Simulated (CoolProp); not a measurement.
Saturation properties of carbon dioxide (Tc = 31.0 °C, pc = 7.377 MPa, ω = 0.224).

The numbers come from the reference Helmholtz-energy equation of state, Span 1996 in CoolProp.

```json
[
 {"T (°C)": "-48.55", "p (MPa)": "0.7234", "liquid viscosity (µPa s)": "222", "liquid conductivity (mW/(m K))": "167"},
 {"T (°C)": "-44.55", "p (MPa)": "0.8464", "liquid viscosity (µPa s)": "208", "liquid conductivity (mW/(m K))": "162"},
 {"T (°C)": "-40.45", "p (MPa)": "0.9880", "liquid viscosity (µPa s)": "194", "liquid conductivity (mW/(m K))": "157"},
 {"T (°C)": "-36.45", "p (MPa)": "1.142", "liquid viscosity (µPa s)": "182", "liquid conductivity (mW/(m K))": "152"},
 {"T (°C)": "-32.45", "p (MPa)": "1.314", "liquid viscosity (µPa s)": "171", "liquid conductivity (mW/(m K))": "148"},
 {"T (°C)": "-28.45", "p (MPa)": "1.504", "liquid viscosity (µPa s)": "160", "liquid conductivity (mW/(m K))": "143"},
 {"T (°C)": "-24.45", "p (MPa)": "1.713", "liquid viscosity (µPa s)": "150", "liquid conductivity (mW/(m K))": "138"},
 {"T (°C)": "-20.35", "p (MPa)": "1.948", "liquid viscosity (µPa s)": "140", "liquid conductivity (mW/(m K))": "133"},
 {"T (°C)": "-16.35", "p (MPa)": "2.201", "liquid viscosity (µPa s)": "132", "liquid conductivity (mW/(m K))": "128"},
 {"T (°C)": "-12.35", "p (MPa)": "2.476", "liquid viscosity (µPa s)": "123", "liquid conductivity (mW/(m K))": "124"},
 {"T (°C)": "-8.35", "p (MPa)": "2.775", "liquid viscosity (µPa s)": "116", "liquid conductivity (mW/(m K))": "119"}
]
```

Viscosity comes from a separate model (Laesecke 2017). Thermal conductivity comes from a separate model (Huber 2016).
